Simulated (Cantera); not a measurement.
A Cantera script and its output.

```python
import numpy as np
import cantera as ct

gas = ct.Solution("gri30.yaml")
gas.TPX = 1775, 45000, {'NO': 1, 'N2': 0.8}
inlet = ct.Reservoir(gas, clone=True)

reactor = ct.IdealGasConstPressureReactor(gas, energy="off", clone=False)
exhaust = ct.Reservoir(gas, clone=True)
tau = [0.64, 0.3, 0.14, 0.066, 0.031, 0.014, 0.0067][0]
for a, b in ((inlet, reactor), (reactor, exhaust)):
    ct.MassFlowController(a, b, mdot=lambda t: reactor.mass / tau)
net = ct.ReactorNet([reactor])
show = ['NO', 'NO2', 'N2', 'O', 'N2O']

rows = []
print(f"{'tau/s':>10s}{'T/K':>9s}" + "".join(f"{s:>11s}" for s in show))
for tau in [0.64, 0.3, 0.14, 0.066, 0.031, 0.014, 0.0067]:
    net.initial_time = 0.0
    net.advance(30 * tau)
    before = gas.X
    net.advance(40 * tau)
    drift = np.max(np.abs(gas.X - before) / (gas.X + 1e-9))
    rows.append([gas.T, *gas[show].X, drift])
    print(f"{tau:10.3e}{gas.T:9.1f}" + "".join(f"{x:11.3e}" for x in gas[show].X))
```

Result:

```
     tau/s      T/K         NO        NO2         N2          O        N2O
 6.400e-01   1775.0  5.237e-01  2.854e-04  4.603e-01  2.188e-05  1.080e-04
 3.000e-01   1775.0  5.399e-01  2.312e-04  4.522e-01  1.760e-05  1.145e-04
 1.400e-01   1775.0  5.481e-01  1.942e-04  4.481e-01  1.490e-05  1.164e-04
 6.600e-02   1775.0  5.520e-01  1.707e-04  4.461e-01  1.325e-05  1.141e-04
 3.100e-02   1775.0  5.538e-01  1.526e-04  4.452e-01  1.202e-05  1.068e-04
 1.400e-02   1775.0  5.547e-01  1.316e-04  4.448e-01  1.065e-05  9.217e-05
 6.700e-03   1775.0  5.551e-01  1.046e-04  4.446e-01  8.890e-06  7.218e-05
```

Model: GRI-Mech 3.0 (53 species, 325 reactions), integrated in Cantera.
